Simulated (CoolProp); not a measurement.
A simple Rankine cycle with n-heptane: condensing at 291.15 K, boiler at 0.0307 MPa, turbine inlet 340.5 K, turbine efficiency 0.8, pump efficiency 0.7, no recuperator. Each further row changes one setting.

The numbers come from the reference Helmholtz-energy equation of state, Span 2003 in CoolProp. It is a short technical equation, of lower accuracy than the large ones.

| case | thermal efficiency (%) | net work (kJ/kg) | heat in (kJ/kg) | turbine exit temperature (K) | volume ratio over the turbine |
|---|---|---|---|---|---|
| as stated | [?] | 42.1 | 453 | 315.7 | 6.82 |
| turbine inlet 360.5 K | [?] | 44.8 | 491 | 335.6 | 6.82 |
| condensing temperature 283.15 K | 10.8 | [?] | 470 | 310.5 | [?] |
| boiler pressure 0.0215 MPa | [?] | [?] | 453 | 320.3 | [?] |
| turbine efficiency 0.7 | 8.1 | 36.8 | 453 | [?] | 6.88 |

Some entries are withheld; supply them.


- as stated, thermal efficiency (%): 9.3
- turbine inlet 360.5 K, thermal efficiency (%): 9.1
- condensing temperature 283.15 K, net work (kJ/kg): 51.0
- condensing temperature 283.15 K, volume ratio over the turbine: 10.4
- boiler pressure 0.0215 MPa, thermal efficiency (%): 7.7
- boiler pressure 0.0215 MPa, net work (kJ/kg): 34.9
- boiler pressure 0.0215 MPa, volume ratio over the turbine: 4.81
- turbine efficiency 0.7, turbine exit temperature (K): 318.8
